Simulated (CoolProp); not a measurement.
Vapour pressure (kPa) of nitrous oxide: the reference equation beside estimates from Tc = 36.4 °C, pc = 7245 kPa, ω = 0.161. Clausius-Clapeyron is anchored at -28.05 °C with a constant enthalpy of vaporisation of 12.82 kJ/mol.

Model: reference Helmholtz-energy equation of state, Lemmon 2006, in CoolProp. It is a short technical equation, of lower accuracy than the large ones.

| T (°C) | reference | Lee-Kesler | Clausius-Clapeyron | van der Waals | Redlich-Kwong | Soave-Redlich-Kwong |
|---|---|---|---|---|---|---|
| -52.25 | 592.6 | 594.0 | 704.0 | … | 744.4 | 593.9 |
| -46.25 | 747.4 | 749.4 | 846.7 | … | 924.3 | 749.9 |
| -40.15 | 933.8 | 936.3 | 1012 | … | 1137 | 938.1 |
| -34.15 | 1149 | 1151 | 1194 | 2353 | 1377 | … |
| -28.05 | 1402 | 1405 | 1402 | 2649 | 1656 | 1412 |
| -22.05 | 1690 | 1692 | 1630 | 2962 | 1966 | 1704 |
| -15.95 | 2024 | 2025 | 1885 | 3303 | … | 2043 |
| -9.95 | 2397 | 2397 | 2162 | … | 2708 | 2422 |
| -3.85 | 2825 | 2824 | 2468 | 4050 | 3145 | 2857 |
| 2.15 | 3298 | 3295 | 2796 | … | 3620 | 3338 |
| 8.25 | 3836 | 3833 | 3157 | 4894 | 4148 | 3883 |
| 14.25 | 4425 | 4424 | 3540 | 5349 | 4716 | 4479 |
| 20.35 | 5093 | 5093 | 3957 | … | 5343 | 5149 |

Question: Some entries are withheld; supply them.

Answer: 
- -52.25, van der Waals: 1602
- -46.25, van der Waals: 1830
- -40.15, van der Waals: 2083
- -34.15, Soave-Redlich-Kwong: 1155
- -15.95, Redlich-Kwong: 2320
- -9.95, van der Waals: 3662
- 2.15, van der Waals: 4456
- 20.35, van der Waals: 5837

Absolute difference from the reference over all 13 rows, mean and median: Lee-Kesler 0.1 and 0.1 %, Clausius-Clapeyron 11.7 and 12.6 %, van der Waals 74.2 and 63.2 %, Redlich-Kwong 14.9 and 14.6 %, Soave-Redlich-Kwong 0.8 and 0.9 %.
